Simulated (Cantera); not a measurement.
# CaO + Cl₂ (oxide etching and cleaning by halides)

Feed: 1 mol CaO, a varied amount of Cl₂, held at 1402 °C and 0.00133 bar.

These are equilibrium values from Cantera (NASA tables, ideal gas, pure condensed phases), not measurements of a reactor. Candidate condensed phases: Ca, CaCl₂, CaO; 11 gas species. Condensed phases not in the tables: oxide chlorides. Kinetics and transport are ignored.

| n(Cl₂) (mol) | log p Cl | log p CaCl₂ | log p O₂ | log p Cl₂ | log p O | n CaO(s) |
|---|---|---|---|---|---|---|
| 0.8 | -3.86 | -3.10 | -3.40 | -6.17 | -6.17 | 0.264 |
| 1.2 | -3.56 | -3.15 | -3.45 | -5.57 | -6.19 | 0 |
| 1.8 | -3.18 | -3.36 | -3.66 | -4.81 | -6.30 | 0 |
| 2.8 | -3.04 | -3.57 | -3.88 | -4.54 | -6.40 | 0 |
| 4.2 | -2.99 | -3.76 | -4.06 | -4.42 | -6.50 | 0 |
| 6.3 | -2.95 | -3.94 | -4.25 | -4.35 | -6.59 | 0 |
| 9.5 | -2.93 | -4.13 | -4.43 | -4.31 | -6.68 | 0 |
| 14 | -2.92 | -4.30 | -4.60 | -4.29 | -6.77 | 0 |
log p: log10 of the partial pressure in bar; n: condensed amount in mol.

At 0.8 mol Cl₂ the condensed part is CaO(s). From 1.2 mol Cl₂ to 14 mol Cl₂ nothing is condensed. The main Ca-bearing gas is CaCl₂ throughout.
